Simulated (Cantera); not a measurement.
What does this Cantera script print?

```python
import numpy as np
import cantera as ct

gas = ct.Solution("h2o2.yaml")
gas.TPX = 1400, 19000, {'H2': 1.1, 'O2': 1, 'N2': 4}
reactor = ct.IdealGasConstPressureReactor(gas, energy="off", clone=False)
net = ct.ReactorNet([reactor])
net.rtol, net.atol = 1e-08, 1e-18
show = ['H2', 'O2', 'HO2', 'H2O', 'O', 'OH', 'H']
times = np.geomspace(0.0008, 30, 15)

steps = ct.SolutionArray(gas, extra=["t"])
rows = []
print(f"{'t/s':>10s}{'T/K':>9s}{'P/Pa':>11s}" + "".join(f"{s:>11s}" for s in show))
for t in times:
    while net.time < t:
        t_next = net.step()
        steps.append(gas.state, t=t_next)
    rows.append([np.interp(t, steps.t, y) for y in (steps.T, steps.P, *steps(*show).X.T)])
    print(f"{t:10.3e}{rows[-1][0]:9.1f}{rows[-1][1]:11.4g}" + "".join(f"{x:11.3e}" for x in rows[-1][2:]))
rate = np.gradient(steps.T, steps.t)
print("integrator steps:", len(steps.t))
if steps.T.max() > steps.T[0] + 200:
    print(f"time of steepest temperature rise: {steps.t[rate.argmax()]:.4e} s")
gas.TPX = 1400, 19000, {'H2': 1.1, 'O2': 1, 'N2': 4}
gas.equilibrate("TP")
print(f"equilibrium (TP): T = {gas.T:.1f} K  " + "  ".join(f"{s} {gas[s].X[0]:.3e}" for s in show))
```

Result:

```
       t/s      T/K       P/Pa         H2         O2        HO2        H2O          O         OH          H
 8.000e-04   1400.0    1.9e+04  9.186e-03  8.182e-02  1.184e-05  1.746e-01  8.603e-03  5.830e-03  1.453e-02
 1.697e-03   1400.0    1.9e+04  3.067e-03  8.068e-02  9.873e-06  1.911e-01  2.570e-03  3.293e-03  2.491e-03
 3.602e-03   1400.0    1.9e+04  6.504e-04  8.073e-02  5.091e-06  1.965e-01  5.242e-04  1.495e-03  2.313e-04
 7.643e-03   1400.0    1.9e+04  1.301e-04  8.091e-02  1.602e-06  1.977e-01  1.051e-04  6.724e-04  2.078e-05
 1.622e-02   1400.0    1.9e+04  3.205e-05  8.099e-02  4.767e-07  1.980e-01  2.645e-05  3.384e-04  2.611e-06
 3.441e-02   1400.0    1.9e+04  9.924e-06  8.103e-02  1.667e-07  1.981e-01  8.372e-06  1.905e-04  4.625e-07
 7.301e-02   1400.0    1.9e+04  3.674e-06  8.105e-02  7.454e-08  1.981e-01  3.148e-06  1.169e-04  1.064e-07
 1.549e-01   1400.0    1.9e+04  1.608e-06  8.106e-02  4.740e-08  1.982e-01  1.388e-06  7.757e-05  3.125e-08
 3.287e-01   1400.0    1.9e+04  9.105e-07  8.107e-02  4.160e-08  1.982e-01  7.840e-07  5.828e-05  1.341e-08
 6.975e-01   1400.0    1.9e+04  7.397e-07  8.107e-02  4.114e-08  1.982e-01  6.340e-07  5.239e-05  9.840e-09
 1.480e+00   1400.0    1.9e+04  7.263e-07  8.107e-02  4.114e-08  1.982e-01  6.222e-07  5.190e-05  9.575e-09
 3.140e+00   1400.0    1.9e+04  7.262e-07  8.107e-02  4.114e-08  1.982e-01  6.221e-07  5.190e-05  9.574e-09
 6.663e+00   1400.0    1.9e+04  7.262e-07  8.107e-02  4.114e-08  1.982e-01  6.221e-07  5.190e-05  9.574e-09
 1.414e+01   1400.0    1.9e+04  7.262e-07  8.107e-02  4.114e-08  1.982e-01  6.221e-07  5.190e-05  9.574e-09
 3.000e+01   1400.0    1.9e+04  7.262e-07  8.107e-02  4.114e-08  1.982e-01  6.221e-07  5.190e-05  9.574e-09
integrator steps: 1995
equilibrium (TP): T = 1400.0 K  H2 7.262e-07  O2 8.107e-02  HO2 4.114e-08  H2O 1.982e-01  O 6.221e-07  OH 5.190e-05  H 9.574e-09
```

Model: the H2/O2 subset of GRI-Mech 3.0, which has no nitrogen chemistry, integrated in Cantera. The temperature is held fixed by assumption; the heat of reaction is taken as removed at once.
